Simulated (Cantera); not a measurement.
A Cantera script and what it prints.

```python
import numpy as np
import cantera as ct

gas_names = """
    Fe FeO Fe(OH)2 H HO2 H2 H2O H2O2 H2S H2SO4 O OH O2 O3 S SH SO SO2 SO3 S2 S2O S8
""".split()
cond_names = """
    Fe(a) Fe(c) Fe(d) Fe(L) FeO(s) FeO(L) Fe(OH)2(s) Fe(OH)3(s) FeS(a) FeS(b) FeS(c) FeS(L) FeSO4(s)
    FeS2(s) Fe2O3(s) Fe2S3O12(s) Fe3O4(s) H2O(s) H2O(L) H2SO4(L) S(cr1) S(cr2) S(L)
""".split()


# ... load() reads the species with a 1 bar reference pressure and builds the phases ...
atoms = {
    'FeS2': {'Fe': 1, 'S': 2},
    'SO2': {'S': 1, 'O': 2},
    'H2O': {'H': 2, 'O': 1},
    'O2': {'O': 2},
}
top_T = {'FeSO4(s)': 950, 'FeS2(s)': 1010, 'Fe2O3(s)': 1830, 'Fe2S3O12(s)': 1100, 'Fe3O4(s)': 1870}  # K; cautious upper limits of use, not melting points


# ... equilibrate(T, P, feed) seeds the gas with the atoms and calls Mixture.equilibrate('TP', solver="vcs", rtol=1e-11, max_steps=5000) ...
results = []
T = 1448  # K
P = 13332.2  # Pa
for m in [0.82, 1.9, 3, 4.2, 5.3, 6.4, 7.5]:
    feed = {'FeS2': 1, 'SO2': 1.9, 'H2O': 0.55, 'O2': m}  # mol
    mix = equilibrate(T, P, feed)
    results.append((T, P, feed, dict(zip(mix.species_names, mix.species_moles))))

top = {s: max(r[3][s] / sum(r[3][g] for g in gas_names) for r in results) for s in gas_names}
cols = sorted((s for s in top if top[s] > 1e-05), key=lambda s: -top[s])[:7]
seen = [c for c in cond_names if any(r[3].get(c, 0) > 1e-12 for r in results)]
print("log10 of partial pressures in bar; condensed amounts in mol")
print(f"{'n(O2)':>10s}" + "".join(f"{s[:9]:>10s}" for s in cols + seen))
for T, P, feed, n in results:
    ng = sum(n[g] for g in gas_names)
    print(f"{feed['O2']:10.4g}" + "".join(f"{np.log10(max(n[s] / ng * P / 1e5, 1e-99)):10.3f}" for s in cols)
          + "".join(f"{n.get(c, 0):10.4g}" for c in seen))
```

Output:

```
log10 of partial pressures in bar; condensed amounts in mol
     n(O2)       SO2        O2        S2       H2O        H2       S2O       SO3    FeO(s)    FeS(c)  Fe2O3(s)
      0.82    -1.047    -9.440    -1.672    -1.718    -3.033    -3.074    -7.075    0.6874    0.3126         0
       1.9    -0.975    -9.176    -2.058    -1.775    -3.223    -3.327    -6.871         1         0         0
         3    -0.957    -2.163   -16.047    -1.806    -6.761   -13.810    -3.346         0         0       0.5
       4.2    -1.057    -1.489   -17.596    -1.905    -7.196   -15.022    -3.110         0         0       0.5
       5.3    -1.133    -1.316   -18.091    -1.979    -7.357   -15.431    -3.098         0         0       0.5
       6.4    -1.196    -1.223   -18.405    -2.042    -7.467   -15.699    -3.116         0         0       0.5
       7.5    -1.252    -1.163   -18.636    -2.098    -7.552   -15.899    -3.142         0         0       0.5
```

Method: chemical equilibrium by Gibbs-energy minimisation in Cantera with the NASA 1993 tables (ideal gas, pure condensed phases). Metal and sulfide melt together well below either melting point, which pure phases cannot show. Mutual solubility and eutectic melting of coexisting phases are not modelled. The tables' stoichiometric FeO is somewhat more stable than real wüstite, so its field is too wide. FeO, FeS: taken at fixed stoichiometry.
